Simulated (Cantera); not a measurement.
An adiabatic, constant-volume homogeneous reactor starts with 8.67 % CO, 2.95 % H₂, 9.53 % CH₄, 16.6 % O₂, 62.3 % N₂, equivalence ratio 1.5, at 1198 K and 0.920 bar.

Cantera simulation using GRI-Mech 3.0 (53 species, 325 reactions); the numbers are that mechanism's predictions, not measurements.

### Question
Predict: time of steepest temperature rise; temperature at 5.00 s; equilibrium temperature; x(CO) at 5.00 s; x(H₂) at 5.00 s; x(H) at 5.00 s; x(NO) at 5.00 s; x(OH) at 5.00 s.

### Answer
- time of steepest temperature rise = 6.13 ms
- temperature at 5.00 s = 2833 K
- equilibrium temperature = 2833 K
- x(CO) at 5.00 s = 0.121 (gas-phase equilibrium 0.121)
- x(H₂) at 5.00 s = 0.0484 (gas-phase equilibrium 0.0484)
- x(H) at 5.00 s = 0.0135 (gas-phase equilibrium 0.0135)
- x(NO) at 5.00 s = 0.00373 (gas-phase equilibrium 0.00373)
- x(OH) at 5.00 s = 0.0120 (gas-phase equilibrium 0.0120)
